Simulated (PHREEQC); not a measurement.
Solution A (0.00021 mol CaSO4, 0.018 mol Na2SO4 and 0.067 mol KCl per kg of water) is mixed with solution B (0.0012 mol Cu(BF4)2, 0.00013 mol HNO3 and 4.7e-05 mol KCl per kg of water) at 25 °C; shares are by mass of water, 1 kg in all. Oxygen is held at 0.21 atm. No CO2 enters from the air. The run lets Gypsum, Fluorite, Portlandite, Cu(OH)2, Brochantite, Antlerite, Atacamite, Cu2(OH)3NO3, Halite, Mirabilite, Chalcanthite, CuF2:2H2O precipitate or redissolve, and no other solid.

The series has 11 steps of share of solution B, from 0 to 1.

Equilibrium calculation in PHREEQC: ion-association model, wateq4f.dat.

### Question
Which solids form, in which order, and at which step of the series does each first stand?

### Answer
Fluorite from share of solution B = 0.2 (pH 3.33), last present at share of solution B = 0.9.

Real BF4- forms and hydrolyses slowly; the run takes it at equilibrium.
